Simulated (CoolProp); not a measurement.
Vapour-liquid equilibrium of ammonia (1) + benzene (2) at 0.674 MPa; x and y are mole fractions of (1).

Computed with CoolProp (multi-fluid Helmholtz-energy mixture model, Gao 2020 and Thol 2012; pair parameters Bell 2016).

```csv
x,bubble temperature (°C),y at the bubble point,dew temperature at overall composition x (°C),liquid density (mol/L)
0.05,105.3,0.679,154.4,10.40
0.15,51.8,0.941,148.4,12.13
0.25,32.9,0.973,142.0,13.54
0.35,25.2,0.982,135.1,14.97
0.45,21.9,0.985,127.5,16.58
0.55,20.3,0.987,118.9,18.46
0.65,19.3,0.988,108.7,[?]
0.75,[?],0.989,96.0,23.72
0.85,16.5,0.992,[?],[?]
0.95,14.1,0.997,47.6,32.97
```

Task: Fill in the missing entries.

Result: 
- 0.65, liquid density (mol/L): 20.78
- 0.75, bubble temperature (°C): 18.2
- 0.85, dew temperature at overall composition x (°C): 78.7
- 0.85, liquid density (mol/L): 27.61

No azeotrope shows between x = 0.05 and 0.95.

The pair parameters rest on a limited set of measurements; away from them the model extrapolates. With so large a gap from Raoult's law the liquid may split in two, which this calculation doesn't test in full.
